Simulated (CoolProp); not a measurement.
Vapour-liquid equilibrium of R227EA (1) + n-butane (2) at 7.92 bar; x and y are mole fractions of (1).

The numbers come from the multi-fluid Helmholtz-energy mixture model, Lemmon 2016 and Bücker 2006; pair parameters Bell 2016 in CoolProp.

Problem. Give the bubble temperature and the first vapour's composition at x = 0.15, 0.55, 0.85. Is there an azeotrope?

Solution. x = 0.15: 323.8 K, y = 0.398; x = 0.55: 314.5 K, y = 0.632; x = 0.85: 314.6 K, y = 0.813. y crosses x between x = 0.65 and 0.75: the model has an azeotrope there.

Pair parameters are fitted to limited data, so mixtures are less certain than the pure fluids.
